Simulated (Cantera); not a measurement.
# Thermodynamics of silicon epitaxy and polysilicon growth, feed SiH2Cl2 + H2

Input: 1 mol SiH2Cl2, 270 mol H2, equilibrated at 400 Pa.

Equilibrium computed with Cantera from the NASA thermochemical tables; the gas is ideal and each condensed phase is pure. Candidate condensed phases: Si; 19 gas species. The tables' values for SiCl are old estimates; treat these amounts as uncertain. Gases not in the tables: Si2H6 and higher silanes. Kinetics and transport are ignored.

```json
[
 {"T (K)": "1298", "log p H2": "-2.40", "log p HCl": "-4.55", "log p H": "-7.17", "log p Si": "-10.39", "n Si(s)": "0.963", "n Si(l)": "0"},
 {"T (K)": "1348", "log p H2": "-2.40", "log p HCl": "-4.55", "log p H": "-6.84", "log p Si": "-9.73", "n Si(s)": "0.961", "n Si(l)": "0"},
 {"T (K)": "1398", "log p H2": "-2.40", "log p HCl": "-4.55", "log p H": "-6.53", "log p Si": "-9.11", "n Si(s)": "0.959", "n Si(l)": "0"},
 {"T (K)": "1448", "log p H2": "-2.40", "log p HCl": "-4.55", "log p H": "-6.24", "log p Si": "-8.53", "n Si(s)": "0.958", "n Si(l)": "0"},
 {"T (K)": "1498", "log p H2": "-2.40", "log p HCl": "-4.55", "log p H": "-5.97", "log p Si": "-8.00", "n Si(s)": "0.955", "n Si(l)": "0"},
 {"T (K)": "1548", "log p H2": "-2.40", "log p HCl": "-4.55", "log p H": "-5.71", "log p Si": "-7.50", "n Si(s)": "0.951", "n Si(l)": "0"},
 {"T (K)": "1598", "log p H2": "-2.40", "log p HCl": "-4.55", "log p H": "-5.47", "log p Si": "-7.03", "n Si(s)": "0.944", "n Si(l)": "0"},
 {"T (K)": "1648", "log p H2": "-2.40", "log p HCl": "-4.55", "log p H": "-5.25", "log p Si": "-6.59", "n Si(s)": "0.929", "n Si(l)": "0"},
 {"T (K)": "1698", "log p H2": "-2.40", "log p HCl": "-4.55", "log p H": "-5.04", "log p Si": "-6.18", "n Si(s)": "0", "n Si(l)": "0.895"},
 {"T (K)": "1748", "log p H2": "-2.40", "log p HCl": "-4.55", "log p H": "-4.84", "log p Si": "-5.84", "n Si(s)": "0", "n Si(l)": "0.836"},
 {"T (K)": "1798", "log p H2": "-2.40", "log p HCl": "-4.56", "log p H": "-4.66", "log p Si": "-5.51", "n Si(s)": "0", "n Si(l)": "0.713"}
]
```
log p: log10 of the partial pressure in bar; n: condensed amount in mol.

From 1298 K to 1648 K the condensed part is Si(s). From 1698 K to 1798 K the condensed part is Si(l). The main Si-bearing gas is SiCl2 at 1298 K and Si at 1798 K. The share of Si in condensed phases is highest at 1298 K (96.3 %) and lowest at 1798 K (71.3 %).
